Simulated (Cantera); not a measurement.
# Thermal oxidation and active oxidation of silicon: Si + H2O + N2

Input: 1 mol Si, 0.01 mol H2O, 700 mol N2, held at 255 Torr.

These are equilibrium values from Cantera (NASA tables, ideal gas, pure condensed phases), not measurements of a reactor. Candidate condensed phases: H2O, Si, SiO2, Si2N2O, Si3N4; 35 gas species. N2 is the only nitrogen source here; it is nearly inert below about 1500 K, so the nitride shown seldom forms there in practice. Mutual solubility and eutectic melting of coexisting phases are not modelled. The tables' values for SiN are old estimates; treat these amounts as uncertain. Rates play no part.

```tsv
T (K)	log p N2	log p Si	log p Si2N	log p SiN	log p H	log p Si2	n Si2N2O(s)	n Si3N4(s)	n Si(l)
900	-0.47	<-12	<-12	<-12	<-12	<-12	0.0100	0.327	0
1000	-0.47	<-12	<-12	<-12	-11.30	<-12	0.0100	0.327	0
1100	-0.47	<-12	<-12	<-12	-10.24	<-12	0.0100	0.327	0
1200	-0.47	<-12	<-12	<-12	-9.36	<-12	0.0100	0.327	0
1300	-0.47	<-12	<-12	<-12	-8.61	<-12	0.01000	0.327	0
1400	-0.47	-12.27	<-12	-12.19	-7.97	<-12	0.01000	0.327	0
1500	-0.47	-10.55	<-12	-10.67	-7.41	<-12	0.00991	0.327	0
1600	-0.47	-9.05	-11.16	-9.35	-6.92	<-12	0.00834	0.327	0
1700	-0.47	-7.73	-9.48	-8.18	-6.50	-11.64	0	0.330	0
1800	-0.47	-6.56	-8.00	-7.14	-6.12	-9.83	0	0.330	0
1900	-0.47	-5.51	-6.67	-6.22	-5.80	-8.22	0	0.327	0
2000	-0.47	-4.57	-5.48	-5.39	-5.53	-6.77	0	0.304	0
2100	-0.47	-3.87	-4.71	-4.79	-5.32	-5.76	0	0	0.593
2200	-0.47	-3.45	-4.43	-4.46	-5.17	-5.26	0	0	0
```
log p: log10 of the partial pressure in bar; n: condensed amount in mol.

From 900 K to 1600 K the condensed part is Si2N2O(s) + Si3N4(s). From 1700 K to 2000 K the condensed part is Si3N4(s). At 2100 K the condensed part is Si(l). At 2200 K nothing is condensed.
